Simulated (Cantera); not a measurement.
A closed system holds: 1 mol SiHCl3, a varied amount of NH3, held at 9.90 mbar.

Method: chemical equilibrium by Gibbs-energy minimisation in Cantera with the NASA 1993 tables (ideal gas, pure condensed phases). Candidate condensed phases: NH4Cl, Si, Si3N4; 28 gas species. Mutual solubility and eutectic melting of coexisting phases are not modelled. The tables' values for SiCl3 are old estimates. Rates play no part.

Q: What condenses at these points (T in °C, n(NH3) in mol): (1450, 28); (1600, 6.3); (1225, 28); (1600, 33); (1375, 6.3); (1525, 1.9); (1525, 33)?

A: 
```
T (°C)  n(NH3) in mol  condensed phases  Si condensed (%)
------  -------------  ----------------  ----------------
1450               28        Si + Si3N4              58.7
1600              6.3                Si              25.2
1225               28             Si3N4              95.1
1600               33                Si              59.7
1375              6.3             Si3N4              39.3
1525              1.9          gas only               0.0
1525               33                Si              62.6
```
